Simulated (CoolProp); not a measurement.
Methanol along the isobar 20100 kPa: Z from the reference equation and from simpler models built on Tc = 513.4 K, pc = 8216 kPa, ω = 0.565; each cubic takes its own stable root.

Model: reference Helmholtz-energy equation of state, de Reuck 1993, in CoolProp.

```json
[
 {"T (K)": "294.6", "phase": "liquid", "reference": "0.3257"},
 {"T (K)": "330.7", "phase": "liquid", "reference": "0.3017"},
 {"T (K)": "366.9", "phase": "liquid", "reference": "0.2838"},
 {"T (K)": "403.1", "phase": "liquid", "reference": "0.2715"},
 {"T (K)": "439.2", "phase": "liquid", "reference": "0.2649"},
 {"T (K)": "475.4", "phase": "liquid", "reference": "0.2653"},
 {"T (K)": "511.5", "phase": "liquid", "reference": "0.2775"},
 {"T (K)": "547.7", "phase": "supercritical", "reference": "0.3179"},
 {"T (K)": "583.8", "phase": "supercritical", "reference": "0.4340"},
 {"T (K)": "620", "phase": "supercritical", "reference": "0.5981"}
]
```

How far does each simpler model (van der Waals, Redlich-Kwong, Soave-Redlich-Kwong, Peng-Robinson) lie from the reference over these 10 states: mean and median of the absolute difference, and the worst?


- van der Waals: mean 75.0 %, median 92.7 %, worst +100.3 % at 294.6 K and 20100 kPa
- Redlich-Kwong: mean 35.2 %, median 40.0 %, worst +46.0 % at 475.4 K and 20100 kPa
- Soave-Redlich-Kwong: mean 35.4 %, median 34.9 %, worst +48.6 % at 547.7 K and 20100 kPa
- Peng-Robinson: mean 22.1 %, median 19.7 %, worst +35.9 % at 547.7 K and 20100 kPa
